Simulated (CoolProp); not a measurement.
CH2F2 (R32) at 293.15 K and 12.1 MPa flows at 3.6 m/s in a round tube of 2 mm bore and 45 µm roughness, fully developed (64/Re and Nu = 3.66 if laminar; Colebrook and Gnielinski if turbulent). Each further row changes one setting.

The numbers come from the reference Helmholtz-energy equation of state, Tillner-Roth 1997 in CoolProp.

| case | Reynolds number | Darcy friction factor | pressure drop (Pa/m) | heat-transfer coefficient (W/(m² K)) | mass flow (kg/h) |
|---|---|---|---|---|---|
| as stated | 52800 | (withheld) | (withheld) | (withheld) | 42.0 |
| velocity 7.2 m/s | 106000 | 0.0513 | 684000 | 58000 | 83.9 |
| diameter 4 mm | 106000 | 0.0400 | (withheld) | 23400 | 168 |

Question: Some entries are withheld; supply them.

Answer: 
- as stated, Darcy friction factor: 0.0516
- as stated, pressure drop (Pa/m): 172000
- as stated, heat-transfer coefficient (W/(m² K)): 28900
- diameter 4 mm, pressure drop (Pa/m): 66700

Viscosity comes from a separate model (Bell 2016), an estimate that may be off by 10 % or more. Thermal conductivity comes from a separate model (Huber 2003), an estimate that may be off by 10 % or more.
